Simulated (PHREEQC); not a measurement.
0.5 mol of Gypsum (CaSO4:2H2O) is brought to equilibrium with 1 kg of water holding 24 mmol/kgw LiCl, with rising amounts of HNO3, at 25 °C. Oxygen is held at 0.21 atm. The system is closed to CO2. Solids allowed: Gypsum. Others were left out.

Equilibrium calculation in PHREEQC: ion-association model, phreeqc.dat.

| HNO3 added (mol) | pH | dissolved Ca (mol/kgw) | dissolved S (mol/kgw) | HSO4- (mol/kgw) | CaHSO4+ (mol/kgw) |
|---|---|---|---|---|---|
| 0 | 7.06 | 0.0171 | 0.0171 | 5.25e-8 | 3.36e-9 |
| 0.00833 | 2.33 | 0.0191 | 0.0191 | 0.00256 | 0.000181 |
| 0.0167 | 2.02 | 0.0211 | 0.0211 | 0.00485 | 0.000373 |
| 0.025 | 1.84 | 0.0230 | 0.0230 | 0.00692 | 0.000570 |
| 0.0333 | 1.71 | 0.0248 | 0.0248 | 0.00884 | 0.000773 |
| 0.0417 | 1.61 | 0.0266 | 0.0266 | 0.0107 | 0.000983 |
| 0.05 | 1.53 | 0.0283 | 0.0283 | 0.0124 | 0.00119 |
| 0.0583 | 1.46 | 0.0300 | 0.0300 | 0.0140 | 0.00141 |
| 0.0667 | 1.40 | 0.0316 | 0.0316 | 0.0156 | 0.00163 |
| 0.075 | 1.35 | 0.0332 | 0.0332 | 0.0171 | 0.00185 |
| 0.0833 | 1.30 | 0.0348 | 0.0348 | 0.0185 | 0.00207 |
| 0.0917 | 1.26 | 0.0363 | 0.0363 | 0.0199 | 0.00229 |
| 0.1 | 1.22 | 0.0378 | 0.0378 | 0.0213 | 0.00252 |
